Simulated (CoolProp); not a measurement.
The numbers come from the reference Helmholtz-energy equation of state, Lemmon 2004 in CoolProp. It is a short technical equation, of lower accuracy than the large ones.

Q: For n-dodecane, give the phase and the density (kg/m³), cv (kJ/(kg K)), isothermal compressibility (1/MPa), expansivity (1/kK) at 620 K and 111 kPa.

A: 
- 620 K and 111 kPa: gas; density 3.79, cv 2.87, isothermal compressibility 9.31, expansivity 1.81
